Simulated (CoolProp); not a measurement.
Model: reference Helmholtz-energy equation of state, Thol 2019, in CoolProp.

### Question
For dodecamethylpentasiloxane (MD3M), give the phase and the density (kg/m³), expansivity (1/kK) at 228.05 °C and 1.25 MPa; 346.85 °C and 1.25 MPa.

### Answer
- 228.05 °C and 1.25 MPa: liquid; density 664, expansivity 1.79
- 346.85 °C and 1.25 MPa: liquid; density 461, expansivity 7.04
